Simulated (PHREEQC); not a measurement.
1.5 g of hydrous ferric oxide (600 m²/g; 0.2 weak and 0.005 strong sites per Fe, Dzombak-Morel constants, diffuse double layer) in 1 kg of water with 0.005 mol/kgw of an inert sodium salt, at 25 °C; the pH is set by adding NaOH or the inert anion's acid. Oxygen alone is held at its pressure in air (log pO2 = -0.68). No CO2 enters from the air. No solid was allowed to form.

The numbers come from PHREEQC with the ion-association model, wateq4f.dat.

Predict surface charge σ (C/m²) at pH = 3, 4.5, 5.25, 5.62, 7.12.


```csv
pH,surface charge σ (C/m²)
3,0.311
4.5,0.136
5.25,0.075
5.62,0.054
7.12,0.011
```

Species that the database lacks are ignored. The oxide is taken as insoluble; below pH 4 it would dissolve.
